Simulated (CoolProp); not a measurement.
Vapour-liquid equilibrium of propane (1) + n-butane (2) at 6.33 bar; x and y are mole fractions of (1).

Model: multi-fluid Helmholtz-energy mixture model, Lemmon 2009 and Bücker 2006; pair parameters Kunz 2012, in CoolProp.

Problem. Give the bubble temperature and the first vapour's composition at x = 0.05, 0.5, 0.95. Is there an azeotrope?

Solution. x = 0.05: 329.0 K, y = 0.123; x = 0.5: 301.7 K, y = 0.759; x = 0.95: 284.5 K, y = 0.985. No azeotrope shows between x = 0.05 and 0.95.

The pair parameters rest on a limited set of measurements; away from them the model extrapolates.
